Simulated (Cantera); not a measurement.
## Boron, boron nitride and boron oxide: B₂O₃ + N₂ + H₂

Charge: 1 mol B₂O₃, 6.3 mol N₂, 1 mol H₂, held at 3.30 mbar.

Cantera equilibrium calculation (NASA polynomials, part measured and part estimated; ideal gas, pure solids and liquids). Candidate condensed phases: B, BN, B₂O₃, B₃O₃H₃, H₂O; 39 gas species. N₂ is the only nitrogen source here; it is nearly inert below about 1500 K, so the nitride shown seldom forms there in practice. Mutual solubility and eutectic melting of coexisting phases are not modelled. The numbers say what is thermodynamically allowed, not how fast it happens.

From 500 °C to 1250 °C the condensed part is BN(s) + B₂O₃(l). From 1400 °C to 2150 °C nothing is condensed. The main B-bearing gas is (HBO₂)₃ at 500 °C and B₂O₃ at 2150 °C.

| T (°C) | log p N₂ | log p H₂ | log p B₂O₃ | log p BO | log p H | log p HBO₂ | log p BO₂ | log p HBO | n BN(s) | n B₂O₃(l) |
|---|---|---|---|---|---|---|---|---|---|---|
| 500 | -2.55 | -3.35 | <-14 | <-14 | -13.71 | -10.39 | <-14 | <-14 | 0.000954 | 1.000 |
| 650 | -2.55 | -3.35 | -13.22 | <-14 | -11.28 | -8.44 | <-14 | -11.40 | 0.000941 | 1.000 |
| 800 | -2.55 | -3.35 | -10.06 | -13.50 | -9.53 | -7.07 | <-14 | -9.08 | 0.000951 | 0.999 |
| 950 | -2.55 | -3.35 | -7.72 | -10.57 | -8.19 | -6.06 | -12.85 | -7.34 | 0.00143 | 0.998 |
| 1100 | -2.55 | -3.35 | -5.90 | -8.30 | -7.15 | -5.29 | -10.75 | -6.00 | 0.00375 | 0.989 |
| 1250 | -2.55 | -3.37 | -4.46 | -6.48 | -6.32 | -4.69 | -9.07 | -4.93 | 0.00349 | 0.880 |
| 1400 | -2.60 | -3.47 | -3.49 | -5.34 | -5.68 | -4.12 | -7.56 | -4.44 | 0 | 0 |
| 1550 | -2.60 | -3.49 | -3.52 | -4.77 | -5.11 | -4.05 | -6.74 | -4.39 | 0 | 0 |
| 1700 | -2.61 | -3.52 | -3.55 | -4.33 | -4.63 | -3.97 | -6.02 | -4.40 | 0 | 0 |
| 1850 | -2.61 | -3.57 | -3.61 | -4.02 | -4.23 | -3.89 | -5.38 | -4.47 | 0 | 0 |
| 2000 | -2.62 | -3.67 | -3.70 | -3.79 | -3.91 | -3.84 | -4.81 | -4.61 | 0 | 0 |
| 2150 | -2.64 | -3.82 | -3.84 | -3.62 | -3.66 | -3.86 | -4.35 | -4.79 | 0 | 0 |
log p: log10 of the partial pressure in bar; n: condensed amount in mol.
